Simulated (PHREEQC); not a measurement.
A solution holds 0.013 mol CuCl2, 0.065 mol HCl and 6.5e-05 mol H3BO3 per kg of water, at 32 °C and 500 atm. Closed to the air; pH follows from the charge balance.

The numbers come from PHREEQC with the ion-association model, phreeqc.dat.

No solid was allowed to form.

Task: Estimate the pH.

Result: pH 1.27.

Task: In which forms is Cl present?

Result: Cl- 98 %, CuCl+ 1.6 % of the Cl.

Under pressure, the constants of complexes without a molar volume in the database are unreliable.
